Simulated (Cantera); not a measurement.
A Cantera script and what it prints.

```python
import numpy as np
import cantera as ct

gas_names = """
    C CN CO CO2 C2 CCN CNC C2N2 C2O C3 C3O2 C4 C4N2 C5 Fe FeC5O5 FeO N NCO NO NO2 NO3 N2 N2O O O2 O3
""".split()
cond_names = """
    C(gr) Fe(a) Fe(c) Fe(d) Fe(L) FeC5O5(L) FeO(s) FeO(L) Fe2O3(s) Fe3O4(s)
""".split()


# ... load() reads the species with a 1 bar reference pressure and builds the phases ...
atoms = {
    'Fe(CO)5': {'Fe': 1, 'C': 5, 'O': 5},
    'O2': {'O': 2},
    'N2': {'N': 2},
}
top_T = {'C(gr)': 4500, 'Fe2O3(s)': 1830, 'Fe3O4(s)': 1870}  # K; cautious upper limits of use, not melting points


# ... equilibrate(T, P, feed) seeds the gas with the atoms and calls Mixture.equilibrate('TP', solver="vcs", rtol=1e-11, max_steps=5000) ...
results = []
feed = {'Fe(CO)5': 1, 'O2': 1.5, 'N2': 8.8}  # mol
T = 950  # K
P = 88000  # Pa
mix = equilibrate(T, P, feed)
results.append((T, P, feed, dict(zip(mix.species_names, mix.species_moles))))
print(gas.report(threshold=1e-06))
for i in range(1, mix.n_phases):
    print(f"{mix.phase(i).name:16s} {mix.phase_moles(i):12.5e} mol")
```

It prints:

```
       temperature   950 K
          pressure   88000 Pa
           density   0.33792 kg/m^3
  mean mol. weight   30.331 kg/kmol
   phase of matter   gas

                          1 kg             1 kmol
                     ---------------   ---------------
          enthalpy       -1.9651e+06       -5.9604e+07  J
   internal energy       -2.2255e+06       -6.7503e+07  J
           entropy            7985.7        2.4222e+05  J/K
    Gibbs function       -9.5516e+06       -2.8971e+08  J
 heat capacity c_p              1174             35610  J/K
 heat capacity c_v            899.93             27296  J/K

                      mass frac. Y      mole frac. X     chem. pot. / RT
                     ---------------   ---------------   ---------------
                CO           0.20075           0.21739           -41.116
               CO2           0.21028           0.14493           -80.047
                N2           0.58896           0.63768           -25.309
     [  +24 minor]        3.6223e-15        1.9096e-15

C(gr)             0.00000e+00 mol
Fe(a)             0.00000e+00 mol
FeC5O5(L)         0.00000e+00 mol
FeO(s)            1.00000e+00 mol
Fe2O3(s)          0.00000e+00 mol
Fe3O4(s)          0.00000e+00 mol
```

These are equilibrium values from Cantera (NASA tables, ideal gas, pure condensed phases), not measurements of a reactor. The tables' stoichiometric FeO is somewhat more stable than real wüstite, so its field is too wide. FeO: taken at fixed stoichiometry.
